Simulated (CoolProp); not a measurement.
20 sccm (0 °C, 1 atm) of nitrogen bubbles through liquid octamethyltrisiloxane (MDM) at 372.3 K and leaves saturated at a total pressure of 0.15 MPa (ideal gas phase). Each further row changes one setting.

Values from CoolProp's reference Helmholtz-energy equation of state, Thol 2017.

```
case                      vapour pressure (kPa)  mole fraction of vapour  delivery (mg/min)  delivery (sccm)  change of delivery for a bath 1 K warmer (%)
------------------------  ---------------------  -----------------------  -----------------  ---------------  --------------------------------------------
as stated                                  19.3                    0.129               31.2             2.96                                           4.3
bath temperature 377.3 K                   23.2                    0.155               38.6             3.66                                           4.3
total pressure 0.3 MPa                     19.3                   0.0645               14.5             1.38                                           4.0
```
